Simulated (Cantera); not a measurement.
Input: 1 mol CH₃SiCl₃, 0.099 mol C₃H₈, 13 mol H₂, held at 133 Pa.

These are equilibrium values from Cantera (NASA tables, ideal gas, pure condensed phases), not measurements of a reactor. Candidate condensed phases: C, C₆H₆, C₇H₈, C₈H₁₈, Si, SiC; 109 gas species. The feed counts by its element totals alone. The tables' values for SiCl₃ are old estimates; treat these amounts as uncertain. The numbers say what is thermodynamically allowed, not how fast it happens. All values below are at 1173 K.

Base state: H₂ 0.818, HCl 0.182, SiCl₂ 0.000132, SiCl₄ 0.000100, SiCl₃ 3.65e-5, CH₄ 1.73e-5, SiHCl₃ 1.05e-5 (mole fractions); condensed: C(graphite) + SiC(s).

Q: What changes in the equilibrium state with this change: H₂ from 13 to 5 mol?

A: 
```
species             before     after
----------------  --------  --------
H₂                   0.818     0.650
HCl                  0.182     0.347
SiCl₄             0.000100   0.00209
SiCl₃              3.65e-5  0.000357
SiHCl₃             1.05e-5   9.12e-5
SiCl₂             0.000132  0.000601
CH₄                1.73e-5   1.09e-5
C(graphite), mol     0.301     0.323
SiC(s), mol          0.995     0.974
```
